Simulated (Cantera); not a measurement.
# Chlorosilane synthesis and conversion: SiCl4 + H2

Feed: 1 mol SiCl4, 2.9 mol H2, equilibrated at 1025 K and 0.100 bar.

Cantera equilibrium calculation (NASA polynomials, part measured and part estimated; ideal gas, pure solids and liquids). Candidate condensed phases: Si; 19 gas species. The tables' values for SiCl3 are old estimates; treat these amounts as uncertain. The numbers say what is thermodynamically allowed, not how fast it happens.

```
Item                                  Value
--------------------------------  ---------
x(H2)                                 0.705
x(SiCl4)                              0.218
x(HCl)                               0.0394
x(SiHCl3)                            0.0335
x(SiCl3)                            0.00300
x(SiCl2)                           0.000865
x(SiH2Cl2)                         0.000572
x(SiH3Cl)                           2.52e-6
gas amount                        3.909 mol
log10 activity of Si(s) (absent)      -0.66
```
